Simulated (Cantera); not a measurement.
**B₂H₆ + NH₃ + N₂ (boron, boron nitride and boron oxide)**

Charge: 1 mol B₂H₆, 0.68 mol NH₃, 0.25 mol N₂.

Method: chemical equilibrium by Gibbs-energy minimisation in Cantera with the NASA 1993 tables (ideal gas, pure condensed phases). Candidate condensed phases: B, BN; 15 gas species. The feed counts by its element totals alone. Mutual solubility and eutectic melting of coexisting phases are not modelled. Equilibrium is a limit: real reactors are often held back by kinetics, nucleation or transport.

Stable condensed phases:

```
T in K \ P in Pa
             10     32    100    320   1000   3200  10000  32000 100000
   2050       A      A      A      B      B      B      B      B      B
   1950       A      A      B      B      B      B      B      B      B
   1850       B      B      B      B      B      B      B      B      B
   1750       B      B      B      B      B      B      B      B      B
   1650       B      B      B      B      B      B      B      B      B
   1550       B      B      B      B      B      B      B      B      B
   1450       B      B      B      B      B      B      B      B      B
   1350       B      B      B      B      B      B      B      B      B
   1250       B      B      B      B      B      B      B      B      B
   1150       B      B      B      B      B      B      B      B      B
```

A: B; B: B + BN.
